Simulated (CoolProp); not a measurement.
Vapour-liquid equilibrium of propylene (1) + R152A (2) at -34.05 °C; x and y are mole fractions of (1).

Values from CoolProp's multi-fluid Helmholtz-energy mixture model, Lemmon 2013 and Outcalt 1996; pair parameters Bell 2016.

| x | bubble pressure, mixture model (MPa) | bubble pressure, Raoult's law (MPa) | y, mixture model | y, Raoult's law |
|---|---|---|---|---|
| 0.05 | 0.08214 | 0.06946 | 0.256 | 0.130 |
| 0.15 | [?] | 0.08116 | [?] | 0.334 |
| 0.25 | 0.1329 | 0.09286 | [?] | 0.486 |
| 0.35 | 0.1478 | 0.1046 | 0.677 | 0.605 |
| 0.45 | [?] | 0.1163 | 0.722 | 0.699 |
| 0.55 | [?] | 0.1280 | [?] | 0.776 |
| 0.65 | [?] | 0.1396 | 0.791 | 0.841 |
| 0.75 | [?] | 0.1513 | 0.828 | 0.895 |
| 0.85 | 0.1803 | 0.1630 | 0.876 | 0.941 |
| 0.95 | 0.1816 | 0.1747 | 0.948 | 0.982 |

**Question.** Fill in the missing entries.

**Answer.** 
- 0.15, bubble pressure, mixture model (MPa): 0.1117
- 0.15, y, mixture model: 0.497
- 0.25, y, mixture model: 0.610
- 0.45, bubble pressure, mixture model (MPa): 0.1583
- 0.55, bubble pressure, mixture model (MPa): 0.1660
- 0.55, y, mixture model: 0.758
- 0.65, bubble pressure, mixture model (MPa): 0.1720
- 0.75, bubble pressure, mixture model (MPa): 0.1768

The largest gap from Raoult's law is +43.1 % in bubble pressure, at x = 0.25. y crosses x between x = 0.85 and 0.95: the model has an azeotrope there.

Pair parameters are fitted to limited data, so mixtures are less certain than the pure fluids.
